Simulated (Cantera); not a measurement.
A Cantera script and what it prints.

```python
import numpy as np
import cantera as ct

gas_names = """
    C CO COS CO2 CS CS2 C2 C2O C3 C3O2 C4 C5 Mg MgO MgS Mg2 O O2 O3 S SO SO2 SO3 S2 S2O S8
""".split()
cond_names = """
    C(gr) Mg(cr) Mg(L) MgCO3(s) MgO(s) MgO(L) MgS(s) MgSO4(s) MgSO4(L) S(cr1) S(cr2) S(L)
""".split()


def load(file, names, dense=False):
    # The tables refer to 1 bar. Condensed volumes are neglected.
    table = {s.name: s for s in ct.Species.list_from_file(file)}
    out = []
    for n in names:
        d = dict(table[n].input_data)
        d["thermo"] = dict(d["thermo"], **{"reference-pressure": 1e5})
        if dense:
            d["equation-of-state"] = {"model": "constant-volume", "density": "1e6 g/cm^3"}
        out.append(ct.Species.from_dict(d))
    return out


gas = ct.Solution(thermo="ideal-gas", species=load("nasa_gas.yaml", gas_names))
cond = {s.name: ct.Solution(thermo="fixed-stoichiometry", species=[s], name=s.name)
        for s in load("nasa_condensed.yaml", cond_names, dense=True)}
atoms = {
    'MgSO4': {'Mg': 1, 'S': 1, 'O': 4},
    'C': {'C': 1},
    'O2': {'O': 2},
}
top_T = {'C(gr)': 4500, 'MgS(s)': 2250}  # K; cautious upper limits of use, not melting points


def equilibrate(T, P, feed):
    n = {}
    for name, mol in feed.items():
        for a, k in atoms[name].items():
            n[a] = n.get(a, 0.0) + k * mol
    gas.TPX = T, P, n
    mass = sum(n.values()) * gas.mean_molecular_weight
    gas.equilibrate("TP")
    valid = [c for c in cond.values() if c.min_temp <= T <= top_T.get(c.name, c.max_temp)]
    mix = ct.Mixture([(gas, mass / gas.mean_molecular_weight)] + [(c, 0.0) for c in valid])
    mix.T, mix.P = T, P
    mix.equilibrate("TP", solver="vcs", rtol=1e-11, max_steps=5000)
    return mix


results = []
T = 2123.15  # K
P = 1333.22  # Pa
for m in [0.043, 0.13, 0.22, 0.31, 0.4, 0.49, 0.58, 0.67, 0.76, 0.84, 0.93]:
    feed = {'MgSO4': 1, 'C': m, 'O2': 12}  # mol
    mix = equilibrate(T, P, feed)
    results.append((T, P, feed, dict(zip(mix.species_names, mix.species_moles))))
    x = sorted(zip(gas.X, gas.species_names), reverse=True)
    print(f"T = {T:g} K  P = {P:g} Pa  n(C) = {m:g} mol  gas = {mix.phase_moles(0):.4g} mol")
    print("   x: " + "  ".join(f"{s} {v:.3e}" for v, s in x if v > 1e-05))
    print("   condensed (mol): " + ("  ".join(f"{mix.phase(i).name} {mix.phase_moles(i):.4g}"
          for i in range(1, mix.n_phases) if mix.phase_moles(i) > 1e-12) or "none"))
```

It prints:

```
T = 2123.15 K  P = 1333.22 Pa  n(C) = 0.043 mol  gas = 13.59 mol
   x: O2 9.098e-01  SO2 7.324e-02  O 1.347e-02  CO2 3.066e-03  SO 2.826e-04  CO 9.695e-05  Mg 3.756e-05  SO3 3.274e-05  MgO 1.513e-05
   condensed (mol): MgO(s) 0.9993
T = 2123.15 K  P = 1333.22 Pa  n(C) = 0.13 mol  gas = 13.6 mol
   x: O2 9.034e-01  SO2 7.323e-02  O 1.342e-02  CO2 9.268e-03  CO 2.941e-04  SO 2.836e-04  Mg 3.769e-05  SO3 3.262e-05  MgO 1.513e-05
   condensed (mol): MgO(s) 0.9993
T = 2123.15 K  P = 1333.22 Pa  n(C) = 0.22 mol  gas = 13.6 mol
   x: O2 8.968e-01  SO2 7.323e-02  CO2 1.568e-02  O 1.338e-02  CO 4.994e-04  SO 2.846e-04  Mg 3.783e-05  SO3 3.250e-05  MgO 1.513e-05
   condensed (mol): MgO(s) 0.9993
T = 2123.15 K  P = 1333.22 Pa  n(C) = 0.31 mol  gas = 13.6 mol
   x: O2 8.903e-01  SO2 7.322e-02  CO2 2.209e-02  O 1.333e-02  CO 7.061e-04  SO 2.856e-04  Mg 3.797e-05  SO3 3.238e-05  MgO 1.513e-05
   condensed (mol): MgO(s) 0.9993
T = 2123.15 K  P = 1333.22 Pa  n(C) = 0.4 mol  gas = 13.6 mol
   x: O2 8.837e-01  SO2 7.321e-02  CO2 2.850e-02  O 1.328e-02  CO 9.143e-04  SO 2.866e-04  Mg 3.811e-05  SO3 3.226e-05  MgO 1.513e-05
   condensed (mol): MgO(s) 0.9993
T = 2123.15 K  P = 1333.22 Pa  n(C) = 0.49 mol  gas = 13.6 mol
   x: O2 8.772e-01  SO2 7.321e-02  CO2 3.490e-02  O 1.323e-02  CO 1.124e-03  SO 2.877e-04  Mg 3.825e-05  SO3 3.213e-05  MgO 1.513e-05
   condensed (mol): MgO(s) 0.9993
T = 2123.15 K  P = 1333.22 Pa  n(C) = 0.58 mol  gas = 13.6 mol
   x: O2 8.706e-01  SO2 7.320e-02  CO2 4.131e-02  O 1.318e-02  CO 1.335e-03  SO 2.887e-04  Mg 3.840e-05  SO3 3.201e-05  MgO 1.513e-05
   condensed (mol): MgO(s) 0.9993
T = 2123.15 K  P = 1333.22 Pa  n(C) = 0.67 mol  gas = 13.6 mol
   x: O2 8.640e-01  SO2 7.319e-02  CO2 4.771e-02  O 1.313e-02  CO 1.548e-03  SO 2.898e-04  Mg 3.854e-05  SO3 3.189e-05  MgO 1.513e-05
   condensed (mol): MgO(s) 0.9993
T = 2123.15 K  P = 1333.22 Pa  n(C) = 0.76 mol  gas = 13.6 mol
   x: O2 8.575e-01  SO2 7.319e-02  CO2 5.410e-02  O 1.308e-02  CO 1.762e-03  SO 2.909e-04  Mg 3.869e-05  SO3 3.176e-05  MgO 1.513e-05
   condensed (mol): MgO(s) 0.9993
T = 2123.15 K  P = 1333.22 Pa  n(C) = 0.84 mol  gas = 13.6 mol
   x: O2 8.517e-01  SO2 7.318e-02  CO2 5.979e-02  O 1.303e-02  CO 1.954e-03  SO 2.918e-04  Mg 3.882e-05  SO3 3.165e-05  MgO 1.513e-05
   condensed (mol): MgO(s) 0.9993
T = 2123.15 K  P = 1333.22 Pa  n(C) = 0.93 mol  gas = 13.61 mol
   x: O2 8.451e-01  SO2 7.317e-02  CO2 6.618e-02  O 1.298e-02  CO 2.171e-03  SO 2.929e-04  Mg 3.897e-05  SO3 3.153e-05  MgO 1.513e-05
   condensed (mol): MgO(s) 0.9993
```

These are equilibrium values from Cantera (NASA tables, ideal gas, pure condensed phases), not measurements of a reactor.
